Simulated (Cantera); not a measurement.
Charge: 1 mol B2O3, 29 mol H2, held at 1175 K and 0.100 bar.

Cantera equilibrium calculation (NASA polynomials, part measured and part estimated; ideal gas, pure solids and liquids). Candidate condensed phases: B, B2O3, B3O3H3, H2O; 23 gas species. Rates play no part.

Base state: H2 1.000, HBO 1.83e-5, H2O 1.69e-5 (mole fractions); condensed: B2O3(l).

### Question
What changes in the equilibrium state with this change: B2O3 replaced by BF3?

### Answer
```csv
species,before,after
H2,1.000,0.965
BF3,0,0.0321
HF,0,0.00126
BHF2,0,0.00125
HBO,1.83e-5,0
H2O,1.69e-5,0
BF2,0,1.07e-5
"B2O3(l), mol",0.999,0
```
The tables' values for BF2 are old estimates; treat these amounts as uncertain.
